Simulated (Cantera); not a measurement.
Al(CH3)3 + N2 (aluminium nitride and oxide growth)

Charge: 1 mol Al(CH3)3, 6.4 mol N2, at 0.100 bar.

Cantera equilibrium calculation (NASA polynomials, part measured and part estimated; ideal gas, pure solids and liquids). Candidate condensed phases: Al, AlN, C, C6H6, C7H8, C8H18; 97 gas species. The feed counts by its element totals alone. Kinetics and transport are ignored.

| T (°C) | log p N2 | log p H2 | log p CH4 | log p HCN | log p H | log p HNC | log p C2H2 (acetylene) | n AlN(s) | n C(graphite) |
|---|---|---|---|---|---|---|---|---|---|
| 575 | -1.24 | -1.38 | -2.96 | -7.85 | -11.41 | -11.24 | -12.43 | 1.00 | 2.89 |
| 675 | -1.24 | -1.37 | -3.50 | -6.97 | -9.96 | -9.98 | -10.96 | 1.00 | 2.97 |
| 775 | -1.25 | -1.37 | -3.96 | -6.27 | -8.79 | -8.96 | -9.77 | 1.00 | 2.99 |
| 875 | -1.25 | -1.36 | -4.35 | -5.69 | -7.83 | -8.12 | -8.79 | 1.00 | 3.00 |
| 975 | -1.25 | -1.36 | -4.68 | -5.21 | -7.01 | -7.41 | -7.98 | 1.00 | 3.00 |
| 1075 | -1.25 | -1.36 | -4.96 | -4.80 | -6.32 | -6.81 | -7.28 | 1.00 | 3.00 |
| 1175 | -1.25 | -1.36 | -5.20 | -4.45 | -5.72 | -6.29 | -6.69 | 1.00 | 3.00 |
| 1275 | -1.25 | -1.36 | -5.42 | -4.14 | -5.19 | -5.85 | -6.17 | 1.00 | 2.99 |
| 1375 | -1.25 | -1.36 | -5.60 | -3.87 | -4.73 | -5.45 | -5.71 | 1.000 | 2.98 |
| 1475 | -1.25 | -1.37 | -5.77 | -3.63 | -4.32 | -5.10 | -5.31 | 1.000 | 2.97 |
| 1575 | -1.25 | -1.37 | -5.91 | -3.42 | -3.96 | -4.80 | -4.96 | 1.000 | 2.96 |
log p: log10 of the partial pressure in bar; n: condensed amount in mol.

From 575 °C to 1575 °C the condensed part is AlN(s) + C(graphite).
